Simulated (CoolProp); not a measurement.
1000 sccm (0 °C, 1 atm) of nitrogen bubbles through liquid water at 281.2 K and leaves saturated at a total pressure of 0.00477 MPa (ideal gas phase). Each further row changes one setting.

Values from CoolProp's reference Helmholtz-energy equation of state, Wagner 2002.

```tsv
case	vapour pressure (kPa)	mole fraction of vapour	delivery (mg/min)	delivery (sccm)	change of delivery for a bath 1 K warmer (%)
as stated	1.08	0.226	…	…	9.2
bath temperature 286.2 K	1.50	0.315	370	460	10
total pressure 0.00954 MPa	1.08	0.113	102	…	8.0
```

### Question
Fill in the missing entries.

### Answer

- as stated, delivery (mg/min): 234
- as stated, delivery (sccm): 292
- total pressure 0.00954 MPa, delivery (sccm): 127
